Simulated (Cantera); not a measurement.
An isothermal, constant-pressure homogeneous reactor starts with 0.757 % CO, 4.58 % O₂, 1.21 % H₂O, 93.4 % N₂, equivalence ratio 0.083, at 1375 K and 7.70 bar.

Computed with Cantera and GRI-Mech 3.0 (53 species, 325 reactions).

x: mole fraction; the columns are a selection and need not sum to one.

| t (s) | x CO | x O₂ | x H₂O | x HO₂ | x NO |
|---|---|---|---|---|---|
| 2.00e-5 | 0.00757 | 0.0458 | 0.0121 | 8.25e-9 | <1e-12 |
| 8.60e-5 | 0.00757 | 0.0458 | 0.0121 | 6.07e-7 | <1e-12 |
| 0.000369 | 0.00581 | 0.0449 | 0.0121 | 1.65e-5 | 8.07e-9 |
| 0.00159 | 0.00145 | 0.0428 | 0.0122 | 6.31e-6 | 6.33e-8 |
| 0.00682 | 9.08e-5 | 0.0422 | 0.0122 | 5.57e-7 | 1.13e-7 |
| 0.0293 | ? | 0.0422 | 0.0122 | ? | 1.33e-7 |
| 0.126 | ? | 0.0422 | 0.0122 | 1.29e-8 | 1.36e-7 |
| 0.541 | 8.49e-9 | 0.0422 | 0.0122 | 1.28e-8 | 1.37e-7 |
| 2.33 | 8.49e-9 | 0.0422 | 0.0122 | 1.28e-8 | 1.42e-7 |
| 10.0 | 8.49e-9 | 0.0422 | 0.0122 | 1.28e-8 | 1.65e-7 |

Question: Complete the blanks.

Answer: 
- 0.0293, x CO: 1.77e-6
- 0.0293, x HO₂: 2.49e-8
- 0.126, x CO: 9.29e-9
